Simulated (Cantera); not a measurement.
# KCl + H2O + H2 (halide evaporation, hydrolysis and transport)

A closed system holds: 1 mol KCl, 1.8 mol H2O, a varied amount of H2, at 10.0 Torr.

Equilibrium computed with Cantera from the NASA thermochemical tables; the gas is ideal and each condensed phase is pure. Candidate condensed phases: H2O, K, KCl, KOH, KO2, K2O, K2O2; 22 gas species. Equilibrium is a limit: real reactors are often held back by kinetics, nucleation or transport.

Question: Map the stable condensed phases over T = 800, 875, 950, 1025, 1100, 1175, 1250, 1325, 1400, 1475, 1550, 1625 K and n(H2) in mol = 0.82, 1.3, 2, 3.2, 5.1, 8, 13, 20, 32, 50, 79.

Answer: 
```
T in K \ n(H2) in mol
         0.82  1.3    2  3.2  5.1    8   13   20   32   50   79
   1625     A    A    A    A    A    A    A    A    A    A    A
   1550     A    A    A    A    A    A    A    A    A    A    A
   1475     A    A    A    A    A    A    A    A    A    A    A
   1400     A    A    A    A    A    A    A    A    A    A    A
   1325     A    A    A    A    A    A    A    A    A    A    A
   1250     A    A    A    A    A    A    A    A    A    A    A
   1175     A    A    A    A    A    A    A    A    A    A    A
   1100     B    B    B    B    A    A    A    A    A    A    A
   1025     B    B    B    B    B    B    B    B    A    A    A
    950     B    B    B    B    B    B    B    B    B    B    B
    875     B    B    B    B    B    B    B    B    B    B    B
    800     B    B    B    B    B    B    B    B    B    B    B
```
A: gas only; B: KCl.
